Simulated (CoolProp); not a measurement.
Vapour-liquid equilibrium of R134a (1) + isobutane (2) at 62.35 °C; x and y are mole fractions of (1).

The numbers come from the multi-fluid Helmholtz-energy mixture model, Tillner-Roth 1994 and Bücker 2006; pair parameters Bell 2016 in CoolProp.

Problem. Give the bubble pressure and the first vapour's composition at x = 0.15, 0.35, 0.55. Is there an azeotrope?

Solution. x = 0.15: 1.382 MPa, y = 0.357; x = 0.35: 1.711 MPa, y = 0.530; x = 0.55: 1.877 MPa, y = 0.638. y crosses x between x = 0.75 and 0.85: the model has an azeotrope there.

Pair parameters are fitted to limited data, so mixtures are less certain than the pure fluids.
